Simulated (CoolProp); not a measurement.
n-perfluorobutane along the isotherm 163.45 °C: fugacity coefficient from the reference equation and from simpler models built on Tc = 113.2 °C, pc = 2.322 MPa, ω = 0.372; each cubic takes its own stable root.

The numbers come from the reference Helmholtz-energy equation of state, Gao 2022 in CoolProp.

| p (MPa) | phase | reference |
|---|---|---|
| 0.363 | gas | 0.9679 |
| 0.726 | gas | 0.9361 |
| 1.09 | gas | 0.9045 |
| 1.45 | gas | 0.8734 |
| 1.81 | gas | 0.8427 |
| 2.18 | gas | 0.8114 |
| 2.54 | supercritical | 0.7814 |
| 2.9 | supercritical | 0.7518 |
| 3.27 | supercritical | 0.7221 |
| 3.63 | supercritical | 0.6939 |
| 3.99 | supercritical | 0.6668 |
| 4.35 | supercritical | 0.6409 |
| 4.72 | supercritical | 0.6159 |
| 5.08 | supercritical | 0.5935 |
| 5.44 | supercritical | 0.5731 |
| 5.81 | supercritical | 0.5541 |

Q: How far does each simpler model (van der Waals, Redlich-Kwong, Soave-Redlich-Kwong, Peng-Robinson) lie from the reference over these 16 states: mean and median of the absolute difference, and the worst?

A: 
- van der Waals: mean 3.6 %, median 3.4 %, worst -6.7 % at 163.45 °C and 5.08 MPa
- Redlich-Kwong: mean 3.9 %, median 4.1 %, worst -6.4 % at 163.45 °C and 5.81 MPa
- Soave-Redlich-Kwong: mean 0.8 %, median 0.3 %, worst +2.7 % at 163.45 °C and 5.81 MPa
- Peng-Robinson: mean 3.0 %, median 3.4 %, worst -3.9 % at 163.45 °C and 3.99 MPa
